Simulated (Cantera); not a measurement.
A perfectly stirred reactor is fed with CH₄ : O₂ : N₂ = 1 : 2.04 : 7.67 (molar parts), equivalence ratio 0.98, at 24000 Pa; it is adiabatic with a 400 K inlet, and is followed from long to short residence time, starting on the burning branch (τ in s: 0.2, 0.073, 0.027, 0.0099, 0.0037, 0.0013, 0.0005, 0.00018, 6.7e-05, 2.5e-05, 9.2e-06).

Detailed kinetics in Cantera: GRI-Mech 3.0 (53 species, 325 reactions).

Question: What does this change do: O2 2.04 to 2.6 parts?

Answer: 
```
quantity                                                                        before                                after
------------------------------------------------  ------------------------------------  -----------------------------------
blow-out, bracketed by the residence times tried  burning at 0.500 ms, out at 0.180 ms  burning at 0.180 ms, out at 67.0 µs
x(CH₄) at τ = 0.200 s                                                          3.82e-6                              3.16e-6
x(O₂) at τ = 0.200 s                                                            0.0122                               0.0535
x(O) at τ = 0.200 s                                                            0.00104                              0.00163
x(CO₂) at τ = 0.200 s                                                           0.0772                               0.0824
x(C₂H₂) at τ = 0.200 s                                                        3.00e-10                             4.61e-11
x(CH₄) at τ = 1.30 ms                                                         0.000228                             0.000188
x(O₂) at τ = 1.30 ms                                                            0.0266                               0.0635
x(O) at τ = 1.30 ms                                                            0.00577                              0.00904
x(CO₂) at τ = 1.30 ms                                                           0.0580                               0.0633
x(C₂H₂) at τ = 1.30 ms                                                         8.20e-8                              1.12e-8
```
